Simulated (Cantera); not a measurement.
What does this Cantera script print?

```python
import numpy as np
import cantera as ct

gas_names = """
    C CH CH2 CH3 CH2OH CH3O CH4 CH3OH CO CO2 COOH C2 C2H CHCO,ketyl C2H2,acetylene C2H2,vinylidene
    CH2CO,ketene C2H3,vinyl CH3CO,acetyl C2H4 C2H4O,ethylen CH3CHO,ethanal CH3COOH (HCOOH)2 C2H5 C2H6
    CH3OCH3 C2H5OH C2O C3 C3H3,propargyl C3H4,allene C3H4,propyne C3H4,cyclo- C3H5,allyl C3H6,propylene
    C3H6,cyclo- C3H6O C3H7,n-propyl C3H7,i-propyl C3H8 C3H8O,1propanol C3H8O,2propanol C3O2 C4 C4H2
    C4H4,1,3-cyclo- C4H6,butadiene C4H6,2-butyne C4H6,cyclo- C4H8,1-butene C4H8,cis2-buten
    C4H8,tr2-butene C4H8,isobutene C4H8,cyclo- (CH3COOH)2 C4H9,n-butyl C4H9,i-butyl C4H9,s-butyl
    C4H9,t-butyl C4H10,isobutane C4H10,n-butane C5 C5H6,1,3cyclo- C5H8,cyclo- C5H10,1-pentene
    C5H10,cyclo- C5H11,pentyl C5H11,t-pentyl C5H12,n-pentane C5H12,i-pentane CH3C(CH3)2CH3 C6H2
    C6H5,phenyl C6H5O,phenoxy C6H6 C6H5OH,phenol C6H10,cyclo- C6H12,1-hexene C6H12,cyclo- C6H13,n-hexyl
    C7H7,benzyl C7H8 C7H8O,cresol C7H14,1-heptene C7H15,n-heptyl C7H16,n-heptane C8H8,styrene
    C8H10,ethylbenz C8H16,1-octene C8H17,n-octyl C8H18,isooctane C8H18,n-octane C9H19,n-nonyl
    C10H8,naphthale C10H21,n-decyl C12H9,o-bipheny C12H10,bipheny H HCO HO2 H2 HCHO,formaldehy HCOOH H2O
    H2O2 O OH O2 O3 Ti TiO TiO2
""".split()
cond_names = """
    C(gr) C6H6(L) C7H8(L) C8H18(L),n-octa H2O(s) H2O(L) Ti(a) Ti(b) Ti(L) TiC(s) TiC(L) TiO(a) TiO(b)
    TiO(L) TiO2(ru) TiO2(L) Ti2O3(a) Ti2O3(b) Ti2O3(L) Ti3O5(a) Ti3O5(b) Ti3O5(L) Ti4O7(s) Ti4O7(L)
""".split()


def load(file, names, dense=False):
    # The tables refer to 1 bar. Condensed volumes are neglected.
    table = {s.name: s for s in ct.Species.list_from_file(file)}
    out = []
    for n in names:
        d = dict(table[n].input_data)
        d["thermo"] = dict(d["thermo"], **{"reference-pressure": 1e5})
        if dense:
            d["equation-of-state"] = {"model": "constant-volume", "density": "1e6 g/cm^3"}
        out.append(ct.Species.from_dict(d))
    return out


gas = ct.Solution(thermo="ideal-gas", species=load("nasa_gas.yaml", gas_names))
cond = {s.name: ct.Solution(thermo="fixed-stoichiometry", species=[s], name=s.name)
        for s in load("nasa_condensed.yaml", cond_names, dense=True)}
atoms = {
    'TiO2': {'Ti': 1, 'O': 2},
    'CO': {'C': 1, 'O': 1},
    'H2': {'H': 2},
}
top_T = {'C(gr)': 4500}  # K; cautious upper limits of use, not melting points


def equilibrate(T, P, feed):
    n = {}
    for name, mol in feed.items():
        for a, k in atoms[name].items():
            n[a] = n.get(a, 0.0) + k * mol
    gas.TPX = T, P, n
    mass = sum(n.values()) * gas.mean_molecular_weight
    gas.equilibrate("TP")
    valid = [c for c in cond.values() if c.min_temp <= T <= top_T.get(c.name, c.max_temp)]
    mix = ct.Mixture([(gas, mass / gas.mean_molecular_weight)] + [(c, 0.0) for c in valid])
    mix.T, mix.P = T, P
    mix.equilibrate("TP", solver="vcs", rtol=1e-11, max_steps=5000)
    return mix


results = []
T = 1898  # K
P = 133.322  # Pa
for m in [1.1, 1.6, 2, 2.5, 2.9, 3.4, 3.8, 4.2, 4.7, 5.1]:
    feed = {'TiO2': 1, 'CO': m, 'H2': 3.3}  # mol
    mix = equilibrate(T, P, feed)
    results.append((T, P, feed, dict(zip(mix.species_names, mix.species_moles))))

top = {s: max(r[3][s] / sum(r[3][g] for g in gas_names) for r in results) for s in gas_names}
cols = sorted((s for s in top if top[s] > 1e-06), key=lambda s: -top[s])[:8]
seen = [c for c in cond_names if any(r[3].get(c, 0) > 1e-12 for r in results)]
print("log10 of partial pressures in bar; condensed amounts in mol")
print(f"{'n(CO)':>10s}" + "".join(f"{s[:9]:>10s}" for s in cols + seen))
for T, P, feed, n in results:
    ng = sum(n[g] for g in gas_names)
    print(f"{feed['CO']:10.4g}" + "".join(f"{np.log10(max(n[s] / ng * P / 1e5, 1e-99)):10.3f}" for s in cols)
          + "".join(f"{n.get(c, 0):10.4g}" for c in seen))
```

Result:

```
log10 of partial pressures in bar; condensed amounts in mol
     n(CO)        H2        CO       H2O         H       CO2        OH      TiO2       TiO  Ti3O5(b)  Ti4O7(s)
       1.1    -3.041    -3.489    -4.161    -4.627    -5.232    -6.834    -7.606    -8.508         0      0.25
       1.6    -3.087    -3.373    -4.215    -4.651    -5.123    -6.865    -7.608    -8.502   0.01811    0.2364
         2    -3.121    -3.310    -4.249    -4.668    -5.060    -6.882    -7.608    -8.502   0.04564    0.2157
       2.5    -3.161    -3.252    -4.288    -4.687    -5.003    -6.902    -7.608    -8.502   0.08007    0.1899
       2.9    -3.190    -3.216    -4.317    -4.702    -4.967    -6.917    -7.608    -8.502    0.1076    0.1692
       3.4    -3.223    -3.180    -4.351    -4.719    -4.931    -6.933    -7.608    -8.502    0.1421    0.1434
       3.8    -3.249    -3.157    -4.376    -4.731    -4.908    -6.946    -7.608    -8.502    0.1697    0.1227
       4.2    -3.273    -3.138    -4.400    -4.743    -4.888    -6.958    -7.608    -8.502    0.1973     0.102
       4.7    -3.301    -3.117    -4.428    -4.757    -4.868    -6.972    -7.608    -8.502    0.2318   0.07613
       5.1    -3.322    -3.102    -4.450    -4.768    -4.853    -6.983    -7.608    -8.502    0.2594   0.05542
```

Cantera equilibrium calculation (NASA polynomials, part measured and part estimated; ideal gas, pure solids and liquids). Mutual solubility and eutectic melting of coexisting phases are not modelled. Condensed phases not in the tables: Magnéli phases beyond Ti4O7.
